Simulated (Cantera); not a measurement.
Chemical vapour transport: B + HCl + O₂

Input: 1 mol B, 0.094 mol HCl, 1.2 mol O₂, at 3.10 bar.

These are equilibrium values from Cantera (NASA tables, ideal gas, pure condensed phases), not measurements of a reactor. Candidate condensed phases: B, B₂O₃, B₃O₃H₃, H₂O; 33 gas species. Gases not in the tables: H₃BO₃. Equilibrium is a limit: real reactors are often held back by kinetics, nucleation or transport.

```json
[
 {"T (K)": "948", "x O₂": "0.823", "x HCl": "0.0633", "x Cl₂": "0.0572", "x H₂O": "0.0559", "x Cl": "2.33e-5", "x HBO₂": "1.11e-6", "x (HBO₂)₃": "0.000854", "n B₂O₃(l)": "0.499"},
 {"T (K)": "998", "x O₂": "0.823", "x HCl": "0.0711", "x Cl₂": "0.0531", "x H₂O": "0.0522", "x Cl": "4.93e-5", "x HBO₂": "3.26e-6", "x (HBO₂)₃": "0.000592", "n B₂O₃(l)": "0.500"},
 {"T (K)": "1048", "x O₂": "0.823", "x HCl": "0.0784", "x Cl₂": "0.0493", "x H₂O": "0.0487", "x Cl": "9.72e-5", "x HBO₂": "8.56e-6", "x (HBO₂)₃": "0.000418", "n B₂O₃(l)": "0.500"},
 {"T (K)": "1098", "x O₂": "0.823", "x HCl": "0.0851", "x Cl₂": "0.0457", "x H₂O": "0.0454", "x Cl": "0.000180", "x HBO₂": "2.04e-5", "x (HBO₂)₃": "0.000300", "n B₂O₃(l)": "0.500"},
 {"T (K)": "1148", "x O₂": "0.823", "x HCl": "0.0912", "x Cl₂": "0.0425", "x H₂O": "0.0423", "x Cl": "0.000314", "x HBO₂": "4.47e-5", "x (HBO₂)₃": "0.000219", "n B₂O₃(l)": "0.500"},
 {"T (K)": "1198", "x O₂": "0.824", "x HCl": "0.0967", "x Cl₂": "0.0395", "x H₂O": "0.0394", "x Cl": "0.000522", "x HBO₂": "9.12e-5", "x (HBO₂)₃": "0.000162", "n B₂O₃(l)": "0.500"},
 {"T (K)": "1248", "x O₂": "0.824", "x HCl": "0.102", "x Cl₂": "0.0367", "x H₂O": "0.0369", "x Cl": "0.000833", "x HBO₂": "0.000175", "x (HBO₂)₃": "0.000122", "n B₂O₃(l)": "0.500"},
 {"T (K)": "1298", "x O₂": "0.824", "x HCl": "0.106", "x Cl₂": "0.0342", "x H₂O": "0.0345", "x Cl": "0.00128", "x HBO₂": "0.000317", "x (HBO₂)₃": "9.37e-5", "n B₂O₃(l)": "0.500"},
 {"T (K)": "1348", "x O₂": "0.823", "x HCl": "0.110", "x Cl₂": "0.0318", "x H₂O": "0.0324", "x Cl": "0.00190", "x HBO₂": "0.000548", "x (HBO₂)₃": "7.28e-5", "n B₂O₃(l)": "0.500"},
 {"T (K)": "1398", "x O₂": "0.823", "x HCl": "0.113", "x Cl₂": "0.0296", "x H₂O": "0.0305", "x Cl": "0.00274", "x HBO₂": "0.000908", "x (HBO₂)₃": "5.72e-5", "n B₂O₃(l)": "0.500"},
 {"T (K)": "1448", "x O₂": "0.822", "x HCl": "0.116", "x Cl₂": "0.0276", "x H₂O": "0.0288", "x Cl": "0.00383", "x HBO₂": "0.00145", "x (HBO₂)₃": "4.56e-5", "n B₂O₃(l)": "0.500"}
]
```
x: gas mole fraction; n: condensed amount in mol.

From 948 K to 1448 K the condensed part is B₂O₃(l).
